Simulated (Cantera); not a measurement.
A perfectly stirred reactor is fed with 15.7 % CH4, 0.580 % CO, 17.6 % O2, 66.2 % N2, equivalence ratio 1.8, at 0.809 atm; it is adiabatic with a 675 K inlet, and is followed from long to short residence time, starting on the burning branch (τ in s: 0.45, 0.17, 0.063, 0.024, 0.0089, 0.0033, 0.0013, 0.00047, 0.00018, 6.6e-05, 2.5e-05, 9.3e-06).

Cantera simulation using GRI-Mech 3.0 (53 species, 325 reactions); the numbers are that mechanism's predictions, not measurements.

Task: Predict: blow-out, bracketed by the residence times tried; x(CH4) at τ = 0.450 s; x(CO) at τ = 0.450 s; x(O2) at τ = 0.450 s; x(NO) at τ = 0.450 s; x(H2O) at τ = 0.450 s; x(CH4) at τ = 1.30 ms; x(CO) at τ = 1.30 ms; x(O2) at τ = 1.30 ms; x(NO) at τ = 1.30 ms; x(H2O) at τ = 1.30 ms.

Result: 
```json
{
 "blow_out_bracketed_by_the_residence_times_tried": "burning at 1.30 ms, out at 0.470 ms",
 "x(CH4) at τ = 0.450 s": "0.000952",
 "x(CO) at τ = 0.450 s": "0.113",
 "x(O2) at τ = 0.450 s": "4.94e-5",
 "x(NO) at τ = 0.450 s": "5.05e-5",
 "x(H2O) at τ = 0.450 s": "0.145",
 "x(CH4) at τ = 1.30 ms": "0.00890",
 "x(CO) at τ = 1.30 ms": "0.0941",
 "x(O2) at τ = 1.30 ms": "0.00669",
 "x(NO) at τ = 1.30 ms": "1.14e-5",
 "x(H2O) at τ = 1.30 ms": "0.160"
}
```
